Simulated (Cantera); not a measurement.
**Premixed flame**

A freely propagating, adiabatic, planar premixed flame of H₂ : O₂ : N₂ = 1 : 0.385 : 1.45 (molar parts), equivalence ratio 1.3, unburnt at 700 K and 7500 Torr; mixture-averaged transport, grid criteria slope 0.08 and curve 0.16, no radiation.

Computed with Cantera and the H2/O2 subset of GRI-Mech 3.0, which has no nitrogen chemistry. The hydrogen kinetics of GRI-Mech 3.0 are dated; newer H2 mechanisms differ, most at raised pressure. Burning velocities carry a grid error of a few per cent, more on coarse grids.

```tsv
z (mm)	T (K)	u (m/s)	x H₂	x O₂	x H₂O	x H₂O₂	x H	x HO₂
-0.0764	700	10.8	0.353	0.136	<1e-8	<1e-8	<1e-8	<1e-8
-0.0510	700	10.8	0.353	0.136	2.43e-8	<1e-8	<1e-8	<1e-8
-0.0382	700	10.8	0.353	0.136	2.12e-7	<1e-8	<1e-8	7.38e-8
-0.0255	701	10.8	0.352	0.136	6.73e-6	3.03e-8	2.49e-8	3.32e-6
-0.0127	747	11.4	0.339	0.137	0.00211	1.60e-5	0.000132	0.000710
-0.00637	1032	15.2	0.296	0.129	0.0301	8.33e-5	0.00417	0.00108
0	1503	21.4	0.212	0.0921	0.113	2.23e-5	0.0218	0.000540
0.00637	1845	25.9	0.138	0.0447	0.201	4.92e-6	0.0390	0.000232
0.0127	2028	28.3	0.106	0.0205	0.244	3.19e-6	0.0429	9.66e-5
0.0255	2204	30.5	0.0928	0.00788	0.270	1.89e-6	0.0367	3.33e-5
0.0510	2359	32.3	0.0912	0.00403	0.283	1.21e-6	0.0259	1.52e-5
0.102	2482	33.7	0.0907	0.00210	0.294	7.94e-7	0.0168	6.88e-6
0.204	2565	34.6	0.0901	0.000964	0.302	4.73e-7	0.0106	2.68e-6
```
x: mole fraction of selected species; z is measured from the peak of heat release.

```yaml
laminar_burning_velocity: 1080 cm/s
thermal_thickness: 0.0255 mm
peak x(H₂O₂): 8.41e-5
peak x(H): 0.0429
peak x(HO₂): 0.00127
grid_points: 112
```
